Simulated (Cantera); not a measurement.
Equilibrium for silicon carbide growth: (CH₃)₂SiCl₂ + C₃H₈ + H₂

Input: 1 mol (CH₃)₂SiCl₂, 0.0093 mol C₃H₈, 5.6 mol H₂, held at 13.3 mbar.

Method: chemical equilibrium by Gibbs-energy minimisation in Cantera with the NASA 1993 tables (ideal gas, pure condensed phases). Candidate condensed phases: C, C₆H₆, C₇H₈, C₈H₁₈, Si, SiC; 109 gas species. The feed counts by its element totals alone. The tables' values for SiCl, SiCl₃ are old estimates; treat these amounts as uncertain. Gases not in the tables: Si₂H₆ and higher silanes. Rates play no part.

```csv
T (°C),log p H₂,log p HCl,log p H,log p Si,log p Cl,log p SiCl₂,log p SiC₂,log p C₂H₂ (acetylene),n C(graphite),n SiC(s)
1550,-1.98,-2.58,-4.35,-6.93,-5.07,-4.28,-8.71,-5.65,1.06,0.961
1600,-1.98,-2.58,-4.18,-6.53,-4.90,-4.22,-8.19,-5.48,1.07,0.955
1650,-1.98,-2.59,-4.01,-6.16,-4.75,-4.16,-7.71,-5.32,1.07,0.949
1700,-1.98,-2.59,-3.86,-5.81,-4.60,-4.11,-7.24,-5.17,1.08,0.941
1750,-1.98,-2.60,-3.71,-5.47,-4.46,-4.07,-6.81,-5.03,1.08,0.933
1800,-1.98,-2.60,-3.57,-5.15,-4.32,-4.03,-6.39,-4.89,1.09,0.922
1850,-1.99,-2.61,-3.44,-4.84,-4.20,-3.99,-5.99,-4.77,1.09,0.908
1900,-1.99,-2.62,-3.31,-4.55,-4.08,-3.96,-5.62,-4.65,1.10,0.886
1950,-2.00,-2.63,-3.19,-4.28,-3.97,-3.93,-5.26,-4.54,1.12,0.852
2000,-2.01,-2.65,-3.08,-4.01,-3.86,-3.91,-4.91,-4.43,1.15,0.794
2050,-2.02,-2.67,-2.97,-3.76,-3.77,-3.90,-4.58,-4.34,1.21,0.695
2100,-2.04,-2.70,-2.87,-3.52,-3.68,-3.90,-4.27,-4.25,1.31,0.522
2150,-2.06,-2.73,-2.78,-3.28,-3.60,-3.90,-3.97,-4.18,1.47,0.212
```
log p: log10 of the partial pressure in bar; n: condensed amount in mol.

From 1550 °C to 2150 °C the condensed part is C(graphite) + SiC(s). The main Si-bearing gas is SiCl₂ at 1550 °C and Si at 2150 °C. The share of Si in condensed phases is highest at 1550 °C (96.1 %) and lowest at 2150 °C (21.2 %).
